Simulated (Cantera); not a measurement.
A closed system holds: 1 mol Si2H6, 21 mol CO2, 0.12 mol H2, 0.059 mol O3, held at 577 °C and 1.00 bar.

Equilibrium computed with Cantera from the NASA thermochemical tables; the gas is ideal and each condensed phase is pure. Candidate condensed phases: C, C6H6, C7H8, C8H18, H2O, Si, SiC, SiO2; 123 gas species. The feed counts by its element totals alone. Kinetics and transport are ignored.

Base state: CO2 0.690, CO 0.179, H2O 0.0721, H2 0.0571, CH4 0.00203 (mole fractions); condensed: C(graphite) + SiO2(β-quartz).

Question: What changes in the equilibrium state with this change: pressure from 1.00 bar to 0.130 bar?

Answer: 
```tsv
species	before	after
CO2	0.690	0.649
CO	0.179	0.222
H2	0.0571	0.0660
H2O	0.0721	0.0633
CH4	0.00203	7.46e-5
C(graphite), mol	0.613	0
SiO2(β-quartz), mol	2.00	2.00
```
